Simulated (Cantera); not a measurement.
A closed system holds: 1 mol B2O3, 3.4 mol HF, 0.27 mol H2.

Equilibrium computed with Cantera from the NASA thermochemical tables; the gas is ideal and each condensed phase is pure. Candidate condensed phases: B, B2O3, B3O3H3, H2O; 43 gas species. The tables' values for BF2 are old estimates. Equilibrium is a limit: real reactors are often held back by kinetics, nucleation or transport.

Question: What condenses at these points (T in °C, P in Pa): (627, 5600); (1127, 24000); (1327, 320); (727, 320); (527, 4.2)?

Answer: 
```
T (°C)  P in Pa  condensed phases  B condensed (%)
------  -------  ----------------  ---------------
627        5600              B2O3             46.0
1127      24000              B2O3             50.2
1327        320          gas only              0.0
727         320              B2O3             57.0
527         4.2              B2O3             60.4
```
